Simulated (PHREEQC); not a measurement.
A PHREEQC input (ion-association model, phreeqc.dat):

```
SOLUTION 1
  temp 60
  units mg/L
  pH 7.41
  pe 10.7
  Na 2050
  K 1.7
  Ca 177
  Mg 51.9
  Cl 3540
  S(6) 262 as SO4
  Alkalinity 34
  B 2.58
  Cd 53.2
  Si 5.63 as SiO2
END
USE solution 1
EQUILIBRIUM_PHASES 1
  Gypsum 0 0
  CO2(g) -2 10
END
```

The run finishes without an error or a warning.

Its last state differs from that of the intended input:

| quantity | as run | intended |
|---|---|---|
| pH | 6.76 | 6.68 |
| HCO3- (mol/kgw) | 0.000633 | 0.000520 |
| CaHCO3+ (mol/kgw) | 1.59e-5 | 1.31e-5 |
| NaHCO3 (mol/kgw) | 1.53e-5 | 1.26e-5 |
| MgHCO3+ (mol/kgw) | 7.02e-6 | 5.78e-6 |
| H2BO3- (mol/kgw) | 1.90e-6 | 1.56e-6 |
| SI of Otavite (CdCO3) | +0.87 | +0.70 |

One thing in the input isn't as intended. What explains the difference?

This is not unique; one that fits is The fault: 'as HCO3' left off the alkalinity, which is then read as CaCO3.
